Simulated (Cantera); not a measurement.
Equilibrium for silicon epitaxy and polysilicon growth: Si₂H₆ + H₂

A closed system holds: 1 mol Si₂H₆, 370 mol H₂, held at 10.0 mbar.

Equilibrium computed with Cantera from the NASA thermochemical tables; the gas is ideal and each condensed phase is pure. Candidate condensed phases: Si; 9 gas species. The feed counts by its element totals alone. Gases not in the tables: Si₂H₆ and higher silanes. Rates play no part.

From 1123 K to 1673 K the condensed part is Si(s). At 1723 K the condensed part is Si(l).

```csv
T (K),x H₂,x H,x Si,x SiH₂,n Si(s),n Si(l)
1123,1.00,4.26e-7,6.44e-12,2.26e-9,2.00,0
1173,1.000,1.18e-6,4.95e-11,6.81e-9,2.00,0
1223,1.000,3.01e-6,3.22e-10,1.87e-8,2.00,0
1273,1.000,7.13e-6,1.80e-9,4.76e-8,2.00,0
1323,1.000,1.59e-5,8.87e-9,1.13e-7,2.00,0
1373,1.000,3.33e-5,3.88e-8,2.51e-7,2.00,0
1423,1.000,6.64e-5,1.53e-7,5.26e-7,2.00,0
1473,1.000,0.000127,5.47e-7,1.05e-6,2.00,0
1523,1.000,0.000231,1.80e-6,2.00e-6,2.00,0
1573,1.000,0.000407,5.50e-6,3.67e-6,2.00,0
1623,0.999,0.000691,1.56e-5,6.46e-6,1.99,0
1673,0.999,0.00114,4.18e-5,1.10e-5,1.98,0
1723,0.998,0.00182,9.83e-5,1.69e-5,0,1.95
```
x: gas mole fraction; n: condensed amount in mol.
